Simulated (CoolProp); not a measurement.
A single-stage vapour-compression cycle with cyclopropane: evaporating at 282.15 K (dew point), condensing at 350.15 K (bubble point), superheat 0 K, subcooling 8 K, compressor efficiency 0.8, no pressure losses. Each further row changes one setting.

Computed with CoolProp (reference Helmholtz-energy equation of state, Polt 1992). This equation is an older, rougher fit; its heat capacities, sound speeds and derivatives of the liquid may be far off and weren't checked against measurements.

```
case                              cooling COP  pressure ratio  discharge temperature (K)  refrigerating effect (kJ/kg)  volumetric capacity (kJ/m³)
--------------------------------  -----------  --------------  -------------------------  ----------------------------  ---------------------------
as stated                                 [?]            5.21                      378.6                           282                         2570
evaporating temperature 287.15 K         2.83             [?]                      375.6                           286                         3000
condensing temperature 345.15 K          2.81             [?]                        [?]                           295                         2690
subcooling 13 K                           [?]            5.21                      378.6                           [?]                         2690
superheat 10 K                            [?]            5.21                        [?]                           297                         2570
compressor efficiency 0.7                2.20            5.21                      385.9                           282                         2570
```

Question: Complete the blanks.

Answer: 
- as stated, cooling COP: 2.52
- evaporating temperature 287.15 K, pressure ratio: 4.48
- condensing temperature 345.15 K, pressure ratio: 4.72
- condensing temperature 345.15 K, discharge temperature (K): 372.6
- subcooling 13 K, cooling COP: 2.64
- subcooling 13 K, refrigerating effect (kJ/kg): 296
- superheat 10 K, cooling COP: 2.53
- superheat 10 K, discharge temperature (K): 387.7
